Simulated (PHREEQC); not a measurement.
Dissolve 6.2 mmol/kgw CaCl2 at 20 °C. Closed to the air; pH follows from the charge balance.

Model: ion-association model, phreeqc.dat, run in PHREEQC.

```yaml
ionic_strength: 0.0186 mol/kgw
specific_conductance: 1310 µS/cm
```

```json
[
 {"species": "Cl-", "molality": "0.0124", "activity": "0.0108", "log γ": "-0.059"},
 {"species": "Ca+2", "molality": "0.00620", "activity": "0.00371", "log γ": "-0.222"},
 {"species": "H+", "molality": "9.79e-8", "activity": "8.74e-8", "log γ": "-0.049"},
 {"species": "OH-", "molality": "8.98e-8", "activity": "7.83e-8", "log γ": "-0.060"},
 {"species": "CaOH+", "molality": "8.06e-9", "activity": "7.05e-9", "log γ": "-0.058"}
]
```

No solid was allowed to form.
